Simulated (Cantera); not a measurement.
# Thermodynamics of silicon nitride deposition, feed SiHCl₃ + NH₃

Input: 1 mol SiHCl₃, a varied amount of NH₃, equilibrated at 0.00200 bar.

These are equilibrium values from Cantera (NASA tables, ideal gas, pure condensed phases), not measurements of a reactor. Candidate condensed phases: NH₄Cl, Si, Si₃N₄; 28 gas species. Mutual solubility and eutectic melting of coexisting phases are not modelled. The tables' values for SiCl₃ are old estimates. Kinetics and transport are ignored.

Q: Map the stable condensed phases over T = 1223, 1273, 1323, 1373, 1423, 1473, 1523, 1573, 1623, 1673, 1723, 1773 K and n(NH₃) in mol = 5.4, 8.9, 12, 16, 19, 23, 26, 30.

A: 
```
T in K \ n(NH₃) in mol
         5.4 8.9  12  16  19  23  26  30
   1773    A   A   A   A   A   A   A   A
   1723    A   A   A   A   A   A   A   A
   1673    A   A   A   A   A   A   A   A
   1623    A   B   C   C   C   C   C   C
   1573    C   C   C   C   C   C   C   C
   1523    C   C   C   C   C   C   C   C
   1473    C   C   C   C   C   C   C   C
   1423    C   C   C   C   C   C   C   C
   1373    C   C   C   C   C   C   C   C
   1323    C   C   C   C   C   C   C   C
   1273    C   C   C   C   C   C   C   C
   1223    C   C   C   C   C   C   C   C
```
A: Si; B: Si + Si₃N₄; C: Si₃N₄.
